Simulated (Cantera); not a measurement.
Cantera run:

```python
import numpy as np
import cantera as ct

gas_names = """
    C CH CH2 CH3 CH4 C2 C2H C2H2,acetylene C2H2,vinylidene C2H3,vinyl C2H4 C2H5 C2H6 C3 C3H3,propargyl
    C3H4,allene C3H4,propyne C3H4,cyclo- C3H5,allyl C3H6,propylene C3H6,cyclo- C3H7,n-propyl
    C3H7,i-propyl C3H8 C4 C4H2 C4H4,1,3-cyclo- C4H6,butadiene C4H6,2-butyne C4H6,cyclo- C4H8,1-butene
    C4H8,cis2-buten C4H8,tr2-butene C4H8,isobutene C4H8,cyclo- C4H9,n-butyl C4H9,i-butyl C4H9,s-butyl
    C4H9,t-butyl C4H10,isobutane C4H10,n-butane C5 C5H6,1,3cyclo- C5H8,cyclo- C5H10,1-pentene
    C5H10,cyclo- C5H11,pentyl C5H11,t-pentyl C5H12,n-pentane C5H12,i-pentane CH3C(CH3)2CH3 C6H2
    C6H5,phenyl C6H6 C6H10,cyclo- C6H12,1-hexene C6H12,cyclo- C6H13,n-hexyl C7H7,benzyl C7H8
    C7H14,1-heptene C7H15,n-heptyl C7H16,n-heptane C8H8,styrene C8H10,ethylbenz C8H16,1-octene
    C8H17,n-octyl C8H18,isooctane C8H18,n-octane C9H19,n-nonyl C10H8,naphthale C10H21,n-decyl
    C12H9,o-bipheny C12H10,bipheny H H2 Si SiC SiC2 SiC4H12 SiH SiH2 SiH3 SiH4 Si2 Si2C Si3
""".split()
cond_names = """
    C(gr) C6H6(L) C7H8(L) C8H18(L),n-octa Si(cr) Si(L) SiC(b)
""".split()


def load(file, names, dense=False):
    # The tables refer to 1 bar. Condensed volumes are neglected.
    table = {s.name: s for s in ct.Species.list_from_file(file)}
    out = []
    for n in names:
        d = dict(table[n].input_data)
        d["thermo"] = dict(d["thermo"], **{"reference-pressure": 1e5})
        if dense:
            d["equation-of-state"] = {"model": "constant-volume", "density": "1e6 g/cm^3"}
        out.append(ct.Species.from_dict(d))
    return out


gas = ct.Solution(thermo="ideal-gas", species=load("nasa_gas.yaml", gas_names))
cond = {s.name: ct.Solution(thermo="fixed-stoichiometry", species=[s], name=s.name)
        for s in load("nasa_condensed.yaml", cond_names, dense=True)}
atoms = {
    'CH3SiH3': {'C': 1, 'H': 6, 'Si': 1},
    'CH4': {'C': 1, 'H': 4},
    'H2': {'H': 2},
}
top_T = {'C(gr)': 4500, 'SiC(b)': 3050}  # K; cautious upper limits of use, not melting points


def equilibrate(T, P, feed):
    n = {}
    for name, mol in feed.items():
        for a, k in atoms[name].items():
            n[a] = n.get(a, 0.0) + k * mol
    gas.TPX = T, P, n
    mass = sum(n.values()) * gas.mean_molecular_weight
    gas.equilibrate("TP")
    valid = [c for c in cond.values() if c.min_temp <= T <= top_T.get(c.name, c.max_temp)]
    mix = ct.Mixture([(gas, mass / gas.mean_molecular_weight)] + [(c, 0.0) for c in valid])
    mix.T, mix.P = T, P
    mix.equilibrate("TP", solver="vcs", rtol=1e-11, max_steps=5000)
    return mix


results = []
feed = {'CH3SiH3': 1, 'CH4': 0.31, 'H2': 27}  # mol
T = 1850  # K
P = 220  # Pa
mix = equilibrate(T, P, feed)
results.append((T, P, feed, dict(zip(mix.species_names, mix.species_moles))))
x = sorted(zip(gas.X, gas.species_names), reverse=True)
print(f"T = {T:g} K  P = {P:g} Pa  gas = {mix.phase_moles(0):.4g} mol")
print("   x: " + "  ".join(f"{s} {v:.3e}" for v, s in x if v > 1e-06))
print("   condensed (mol): " + ("  ".join(f"{mix.phase(i).name} {mix.phase_moles(i):.4g}"
      for i in range(1, mix.n_phases) if mix.phase_moles(i) > 1e-12) or "none"))
```

It prints:

```
T = 1850 K  P = 220 Pa  gas = 30.8 mol
   x: H2 9.882e-01  H 1.142e-02  C2H2,acetylene 2.585e-04  Si 8.819e-05  SiH 4.077e-06  SiC2 1.707e-06  CH4 1.407e-06  SiH2 1.254e-06  Si2C 1.212e-06
   condensed (mol): C(gr) 0.2969  SiC(b) 0.997
```

Method: chemical equilibrium by Gibbs-energy minimisation in Cantera with the NASA 1993 tables (ideal gas, pure condensed phases). The feed counts by its element totals alone.
